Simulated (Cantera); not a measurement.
Input: 1 mol C6H6, 3.9 mol CO2, 26 mol N2, held at 670000 Pa.

Equilibrium computed with Cantera from the NASA thermochemical tables; the gas is ideal and each condensed phase is pure. Candidate condensed phases: C, C6H6, C7H8, C8H18, H2O; 136 gas species. Equilibrium is a limit: real reactors are often held back by kinetics, nucleation or transport.

Q: At 975 °C, list the 4 most abundant gas species with their mole fractions, and the condensed phases.

A: N2 0.710, CO 0.206, H2 0.0793, CO2 0.00280. Condensed: C(graphite).
